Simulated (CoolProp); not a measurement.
Model: reference Helmholtz-energy equation of state, Span 2003, in CoolProp. It is a short technical equation, of lower accuracy than the large ones.

**Question.** For n-heptane, give the phase and the Z, cv (kJ/(kg K)), Joule-Thomson coefficient (K/MPa), expansivity (1/kK) at 458.5 K and 0.563 MPa.

**Answer.** 
- 458.5 K and 0.563 MPa: gas; Z 0.851, cv 2.33, Joule-Thomson coefficient 17.7, expansivity 3.86
